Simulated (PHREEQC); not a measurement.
A PHREEQC speciation (ion-association model, phreeqc.dat) at 60 °C gives pH 3.61 and these molalities:

```json
[
 {"species": "CdSO4", "mol/kgw": "0.147"},
 {"species": "Cd+2", "mol/kgw": "0.140"},
 {"species": "SO4-2", "mol/kgw": "0.0712"},
 {"species": "Cd(SO4)2-2", "mol/kgw": "0.0706"},
 {"species": "K+", "mol/kgw": "0.00307"},
 {"species": "CdCl+", "mol/kgw": "0.00271"},
 {"species": "HSO4-", "mol/kgw": "0.000990"},
 {"species": "Cl-", "mol/kgw": "0.000780"},
 {"species": "KSO4-", "mol/kgw": "0.000433"},
 {"species": "H+", "mol/kgw": "0.000330"},
 {"species": "CdCl2", "mol/kgw": "3.91e-6"},
 {"species": "Cd2OH+3", "mol/kgw": "3.06e-7"},
 {"species": "CdOH+", "mol/kgw": "1.79e-7"}
]
```

Task: What are the element totals, and what could have been dissolved in 1 kg of water to give them?

Result: One answer among several that fit: totals Cd 0.360, Cl 0.00350, K 0.00350, S(6) 0.361 mol/kgw, from 0.36 mol/kgw CdSO4, 0.0035 mol/kgw KCl and 0.00066 mol/kgw H2SO4.

No solid was allowed to form. Complexes and solids missing from the database can't appear. Constants without temperature data keep their 25 °C values here.
